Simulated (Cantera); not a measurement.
A closed system holds: 1 mol CF4, 0.92 mol H2, equilibrated at 3450 K and 0.140 bar.

Cantera equilibrium calculation (NASA polynomials, part measured and part estimated; ideal gas, pure solids and liquids). Kinetics and transport are ignored.

```
species             before    after
----------------  --------  -------
HF                   0.405    0.655
CF2                 0.0145    0.170
F                    0.428   0.0859
CF4                4.24e-7   0.0788
C3                  0.0389  1.56e-6
H                   0.0236  3.93e-5
CF                  0.0719  0.00238
C5                0.000986  3.68e-9
C4                0.000264    <1e-9
C2                 0.00663  1.42e-7
C2H               0.000576  2.18e-8
C                  0.00970  5.74e-7
CH                 1.44e-5    <1e-9
C(graphite), mol         0    0.270
```
Gas species are given as mole fractions.

### Question
What was changed between the two runs?
A. temperature from 3450 K to 1200 K
B. CF4 replaced by CHF3
C. temperature from 3450 K to 2448.15 K
D. pressure from 0.140 bar to 1.20 mbar

### Answer
C, temperature from 3450 K to 2448.15 K. Gases not in the tables: C2F6 and larger saturated fluorocarbons
